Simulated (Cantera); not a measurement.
Mixture: 27.2 % H₂, 15.3 % O₂, 57.5 % N₂, at 0.987 atm, adiabatic and at constant pressure. Ignition delay is the time to a rise of 400 K.

Detailed kinetics in Cantera: the H2/O2 subset of GRI-Mech 3.0, which has no nitrogen chemistry. Below about 950 K walls govern HO2 and H2O2 in real vessels. Where the delays flatten at high temperature, the 400 K rule measures the pace of heat release, not the induction time.

Problem. Predict: delay at 850 K; delay at 1050 K; delay at 1250 K; delay at 1450 K; delay at 1650 K.

Solution. delay at 850 K: 1.96 s
delay at 1050 K: 0.143 ms
delay at 1250 K: 37.4 µs
delay at 1450 K: 20.4 µs
delay at 1650 K: 16.8 µs
